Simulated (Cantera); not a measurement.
Standard-state values (1 bar) from the NASA 1993 polynomials, evaluated with Cantera. Values are per mole of reaction as written; species without (g) are pure solids or liquids, kept so even where they would boil at 1 bar.

3 C + Si2C(g) = 2 SiC2(g)

| T (K) | ΔH° (kJ) | ΔS° (J/K) | ΔG° (kJ) | log10 K |
|---|---|---|---|---|
| 300 | 694.6 | 214.1 | 630.4 | -109.75 |
| 1200 | … | … | … | … |
| 1250 | 693.4 | 217.2 | 422.0 | -17.63 |
| 1300 | 692.9 | 216.7 | 411.1 | -16.52 |
| 1350 | 692.4 | 216.3 | 400.3 | -15.49 |
| 1400 | 691.8 | 215.9 | 389.5 | -14.53 |
| 1450 | 691.3 | 215.5 | 378.7 | -13.64 |
| 1500 | … | … | … | … |

Q: Fill in the missing entries.

A: 
- 1200, ΔH° (kJ): 693.9
- 1200, ΔS° (J/K): 217.6
- 1200, ΔG° (kJ): 432.9
- 1200, log10 K: -18.84
- 1500, ΔH° (kJ): 690.7
- 1500, ΔS° (J/K): 215.1
- 1500, ΔG° (kJ): 368.0
- 1500, log10 K: -12.81
